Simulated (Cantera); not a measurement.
Charge: 1 mol SiO2, 1 mol CH4, 1 mol CO, equilibrated at 2200 K and 13300 Pa.

Cantera equilibrium calculation (NASA polynomials, part measured and part estimated; ideal gas, pure solids and liquids). Candidate condensed phases: C, C6H6, C7H8, C8H18, H2O, Si, SiC, SiO2; 123 gas species. Kinetics and transport are ignored.

Base state: CO 0.398, H2 0.393, SiO 0.199, H 0.00967, Si 0.000114, H2O 0.000109, CO2 2.09e-5, SiH 1.15e-5 (mole fractions); condensed: gas only.

Problem. What changes in the equilibrium state with this change: temperature from 2200 K to 2550 K?

Solution. 
```json
[
 {"species": "CO", "before": "0.398", "after": "0.390"},
 {"species": "H2", "before": "0.393", "after": "0.364"},
 {"species": "SiO", "before": "0.199", "after": "0.194"},
 {"species": "H", "before": "0.00967", "after": "0.0515"},
 {"species": "Si", "before": "0.000114", "after": "0.000356"},
 {"species": "H2O", "before": "0.000109", "after": "0.000314"},
 {"species": "CO2", "before": "2.09e-5", "after": "5.30e-5"},
 {"species": "SiH", "before": "1.15e-5", "after": "1.92e-5"}
]
```

Problem. What changes in the equilibrium state with this change: SiO2 replaced by PbO?

Solution. 
```json
[
 {"species": "CO", "before": "0.398", "after": "0.398"},
 {"species": "H2", "before": "0.393", "after": "0.393"},
 {"species": "Pb", "before": "0", "after": "0.199"},
 {"species": "SiO", "before": "0.199", "after": "0"},
 {"species": "Si", "before": "0.000114", "after": "0"},
 {"species": "Pb2", "before": "0", "after": "1.80e-5"},
 {"species": "SiH", "before": "1.15e-5", "after": "0"},
 {"species": "CO2", "before": "2.09e-5", "after": "2.60e-6"},
 {"species": "H2O", "before": "0.000109", "after": "1.36e-5"}
]
```
Further candidate phases: Pb, PbO, PbO2, Pb3O4.
